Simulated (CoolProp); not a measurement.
Propyne along the isotherm 372.6 K: density (kg/m³) from the reference equation and from simpler models built on Tc = 402.7 K, pc = 5658 kPa, ω = 0.204; each cubic takes its own stable root.

Model: reference Helmholtz-energy equation of state, Polt 1992, in CoolProp. This equation is an older, rougher fit; its heat capacities, sound speeds and derivatives of the liquid may be far off and weren't checked against measurements.

```
p (kPa)   phase  reference  van der Waals  Redlich-Kwong  Soave-Redlich-Kwong  Peng-Robinson
-------  ------  ---------  -------------  -------------  -------------------  -------------
1990        gas      31.50          30.05          31.02                31.22          31.76
3980     liquid      468.6          82.45          381.3                398.4          449.9
5960     liquid      483.0          309.5          407.2                420.0          472.9
7950     liquid      494.1          325.8          425.6                436.1          490.4
9940     liquid      503.3          337.5          440.0                449.1          504.6
11900    liquid      511.2          346.7          451.9                460.0          516.4
13900    liquid      518.2          354.4          462.4                469.7          527.0
15900    liquid      524.6          361.1          471.6                478.4          536.3
17900    liquid      530.3          367.0          479.8                486.1          544.8
19900    liquid      535.6          372.2          487.3                493.2          552.4
21900    liquid      540.6          376.9          494.1                499.7          559.5
23900    liquid      545.2          381.2          500.5                505.7          566.0
25800    liquid      549.3          385.0          506.0                511.0          571.8
27800    liquid      553.3          388.7          511.5                516.3          577.5
29800    liquid      557.2          392.1          516.7                521.2          582.8
31800    liquid      560.9          395.3          521.5                525.9          587.8
```

At some of these states van der Waals gives the other phase, because its saturation line lies elsewhere.
